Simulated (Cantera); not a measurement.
An isothermal, constant-pressure homogeneous reactor starts with 2.93 % H2, 66.5 % O2, 30.6 % N2, at 1050 K and 0.00570 bar.

Detailed kinetics in Cantera: GRI-Mech 3.0 (53 species, 325 reactions). Radical loss at walls, strong at low pressure, is not modelled.

x: mole fraction; the columns are a selection and need not sum to one.

```json
[
 {"t (s)": "9.00e-5", "x H2": "0.0293", "x O2": "0.665", "x HO2": "2.67e-11", "x NO": "<1e-12", "x H2O2": "<1e-12"},
 {"t (s)": "0.000304", "x H2": "0.0293", "x O2": "0.665", "x HO2": "9.04e-11", "x NO": "<1e-12", "x H2O2": "<1e-12"},
 {"t (s)": "0.00103", "x H2": "0.0293", "x O2": "0.665", "x HO2": "3.06e-10", "x NO": "<1e-12", "x H2O2": "<1e-12"},
 {"t (s)": "0.00347", "x H2": "0.0293", "x O2": "0.665", "x HO2": "___", "x NO": "<1e-12", "x H2O2": "<1e-12"},
 {"t (s)": "0.0117", "x H2": "0.0292", "x O2": "0.665", "x HO2": "___", "x NO": "<1e-12", "x H2O2": "4.90e-11"},
 {"t (s)": "0.0397", "x H2": "0.000471", "x O2": "0.645", "x HO2": "___", "x NO": "2.07e-8", "x H2O2": "2.10e-8"},
 {"t (s)": "0.134", "x H2": "0.000272", "x O2": "0.650", "x HO2": "___", "x NO": "7.05e-8", "x H2O2": "2.06e-8"},
 {"t (s)": "0.453", "x H2": "8.43e-5", "x O2": "0.657", "x HO2": "___", "x NO": "9.70e-8", "x H2O2": "2.18e-8"},
 {"t (s)": "1.53", "x H2": "1.11e-5", "x O2": "0.659", "x HO2": "___", "x NO": "9.96e-8", "x H2O2": "1.72e-8"},
 {"t (s)": "5.18", "x H2": "1.13e-6", "x O2": "0.660", "x HO2": "___", "x NO": "9.97e-8", "x H2O2": "8.18e-9"},
 {"t (s)": "17.5", "x H2": "1.42e-7", "x O2": "0.660", "x HO2": "___", "x NO": "9.97e-8", "x H2O2": "2.67e-9"},
 {"t (s)": "59.2", "x H2": "2.42e-8", "x O2": "0.660", "x HO2": "___", "x NO": "9.97e-8", "x H2O2": "7.60e-10"},
 {"t (s)": "200", "x H2": "5.23e-9", "x O2": "0.660", "x HO2": "7.91e-10", "x NO": "9.97e-8", "x H2O2": "2.13e-10"}
]
```

**Question.** Fill in the missing entries.

**Answer.** 
- 0.00347, x HO2: 1.07e-9
- 0.0117, x HO2: 1.67e-7
- 0.0397, x HO2: 1.44e-6
- 0.134, x HO2: 1.28e-6
- 0.453, x HO2: 8.91e-7
- 1.53, x HO2: 3.48e-7
- 5.18, x HO2: 7.75e-8
- 17.5, x HO2: 1.42e-8
- 59.2, x HO2: 2.91e-9
